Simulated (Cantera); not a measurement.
Mixture: 4.05 % CH4, 5.27 % H2, 16.5 % O2, 74.1 % N2, at 18.8 atm, adiabatic and at constant volume. Ignition delay is the time to a rise of 400 K.

Cantera simulation using GRI-Mech 3.0 (53 species, 325 reactions); the numbers are that mechanism's predictions, not measurements. The pressure lies above the range GRI-Mech 3.0 was tuned for (to about 10 atm).

Problem. Predict: delay at 1225 K; delay at 1325 K; delay at 1425 K; delay at 1525 K; delay at 1625 K; delay at 1725 K; apparent activation energy between 1525 and 1725 K.

Solution. 
```
Quantity                                                Result
--------------------------------------------------  ----------
delay at 1225 K                                       0.144 ms
delay at 1325 K                                        37.8 µs
delay at 1425 K                                        15.3 µs
delay at 1525 K                                        7.80 µs
delay at 1625 K                                        4.49 µs
delay at 1725 K                                        2.78 µs
apparent activation energy between 1525 and 1725 K  110 kJ/mol
```
